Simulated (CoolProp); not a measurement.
Vapour-liquid equilibrium of R143a (1) + isobutene (2) at 0.0333 MPa; x and y are mole fractions of (1).

Computed with CoolProp (multi-fluid Helmholtz-energy mixture model, Lemmon and Jacobsen 2000 and Lemmon 2005; pair parameters Bell 2016).

Problem. Give the bubble temperature and the first vapour's composition at x = 0.2, 0.35, 0.725. Is there an azeotrope?

Solution. x = 0.2: 214.5 K, y = 0.803; x = 0.35: 210.8 K, y = 0.858; x = 0.725: 207.3 K, y = 0.917. No azeotrope shows between x = 0.05 and 0.95.

The pair parameters rest on a limited set of measurements; away from them the model extrapolates. With so large a gap from Raoult's law the liquid may split in two, which this calculation doesn't test in full.
